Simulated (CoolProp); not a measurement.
1000 sccm (0 °C, 1 atm) of nitrogen bubbles through liquid the fluoroketone C6F12O (FK-5-1-12) at 303.1 K and leaves saturated at a total pressure of 0.15 MPa (ideal gas phase). Each further row changes one setting.

Values from CoolProp's reference Helmholtz-energy equation of state, McLinden 2015.

```json
[
 {"case": "as stated", "vapour pressure (kPa)": "49.6", "mole fraction of vapour": "0.330", "delivery (mg/min)": "6960", "delivery (sccm)": "…", "change of delivery for a bath 1 K warmer (%)": "6.3"},
 {"case": "bath temperature 308.1 K", "vapour pressure (kPa)": "60.4", "mole fraction of vapour": "0.403", "delivery (mg/min)": "9500", "delivery (sccm)": "…", "change of delivery for a bath 1 K warmer (%)": "…"},
 {"case": "total pressure 0.3 MPa", "vapour pressure (kPa)": "49.6", "mole fraction of vapour": "0.165", "delivery (mg/min)": "…", "delivery (sccm)": "…", "change of delivery for a bath 1 K warmer (%)": "5.0"}
]
```

### Question
Fill in the missing entries.

### Answer

- as stated, delivery (sccm): 493
- bath temperature 308.1 K, delivery (sccm): 674
- bath temperature 308.1 K, change of delivery for a bath 1 K warmer (%): 6.8
- total pressure 0.3 MPa, delivery (mg/min): 2790
- total pressure 0.3 MPa, delivery (sccm): 198
